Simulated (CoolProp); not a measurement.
A single-stage vapour-compression cycle with propane: evaporating at 265.15 K (dew point), condensing at 308.15 K (bubble point), superheat 2 K, subcooling 0 K, compressor efficiency 0.8, no pressure losses. Each further row changes one setting.

The numbers come from the reference Helmholtz-energy equation of state, Lemmon 2009 in CoolProp.

| case | cooling COP | pressure ratio | discharge temperature (K) | refrigerating effect (kJ/kg) | volumetric capacity (kJ/m³) |
|---|---|---|---|---|---|
| as stated | 3.91 | 3.30 | 322.2 | 276 | 2220 |
| evaporating temperature 270.15 K | [?] | 2.82 | [?] | [?] | [?] |
| condensing temperature 303.15 K | [?] | 2.93 | 316.3 | 290 | 2340 |
| subcooling 5 K | 4.11 | 3.30 | 322.2 | 290 | 2340 |
| superheat 12 K | 3.94 | 3.30 | 332.0 | [?] | [?] |
| compressor efficiency 0.7 | 3.42 | 3.30 | 327.1 | 276 | 2220 |

Q: Complete the blanks.

A: 
- evaporating temperature 270.15 K, cooling COP: 4.61
- evaporating temperature 270.15 K, discharge temperature (K): 320.4
- evaporating temperature 270.15 K, refrigerating effect (kJ/kg): 282
- evaporating temperature 270.15 K, volumetric capacity (kJ/m³): 2640
- condensing temperature 303.15 K, cooling COP: 4.58
- superheat 12 K, refrigerating effect (kJ/kg): 293
- superheat 12 K, volumetric capacity (kJ/m³): 2250
